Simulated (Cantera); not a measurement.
# NiS + H₂ + N₂ (hydrogen reduction and annealing atmospheres)

A closed system holds: 1 mol NiS, 1700 mol H₂, 35 mol N₂, held at 1202 °C and 24.0 Pa.

These are equilibrium values from Cantera (NASA tables, ideal gas, pure condensed phases), not measurements of a reactor. Candidate condensed phases: Ni, NiS, NiS₂, Ni₃S₂, Ni₃S₄, S; 17 gas species. The numbers say what is thermodynamically allowed, not how fast it happens.

The x(H₂) comes out as 0.978 and the x(N₂) is 0.0202. The x(H) comes out as 0.000828 and the x(H₂S) is 0.000391. The x(Ni) comes out as 0.000121 and the x(SH) is 9.09e-5. The x(S₂) is 3.94e-5. The x(S) is 1.23e-5 and the x(NiS) is 2.98e-6. The n(Ni(s)) comes out as 0.785 mol. The gas amount is 1736 mol. The log10 activity of NiS(l) (absent) is -2.65, the log10 activity of S(l) (absent) comes out as -5.20 and the log10 activity of NiS₂(l) (absent) is -7.74.
